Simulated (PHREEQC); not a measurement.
Dissolve 0.026 mol Pb(NO3)2 and 3.2e-05 mol KHSO4 per kg of water at 25 °C and 500 atm. Closed to the air; pH follows from the charge balance.

The numbers come from PHREEQC with the ion-association model, phreeqc.dat.

Each row changes one thing in this solution. Precipitation was switched off in this run.

```csv
case,pH,ionic strength (mol/kgw),NO3- (mol/kgw),Pb+2 (mol/kgw),PbNO3+ (mol/kgw),PbOH+ (mol/kgw)
as made,4.44,0.0632,0.0446,0.0186,0.00740,6.04e-6
KHSO4 left out,[?],0.0632,0.0446,0.0186,0.00740,1.21e-5
KHSO4 replaced by KOH at the same molality,[?],0.0632,0.0446,0.0185,0.00740,2.43e-5
temperature from 25 to 40 °C,4.44,0.0635,0.0447,0.0187,0.00728,5.95e-6
Pb(NO3)2 from 0.026 to 0.0026 mol/kgw,[?],0.00749,0.00502,0.00241,0.000177,1.31e-6
diluted 2-fold with water,[?],[?],0.0234,0.0104,0.00259,6.42e-6
```

Task: Complete the blanks.

Result: 
- KHSO4 left out, pH: 4.75
- KHSO4 replaced by KOH at the same molality, pH: 5.05
- Pb(NO3)2 from 0.026 to 0.0026 mol/kgw, pH: 4.51
- diluted 2-fold with water, pH: 4.67
- diluted 2-fold with water, ionic strength (mol/kgw): 0.0338

Species that the database lacks are ignored. Under pressure, the constants of complexes without a molar volume in the database are unreliable. At this temperature some constants are extrapolated from 25 °C, and those without enthalpy data are left unchanged.
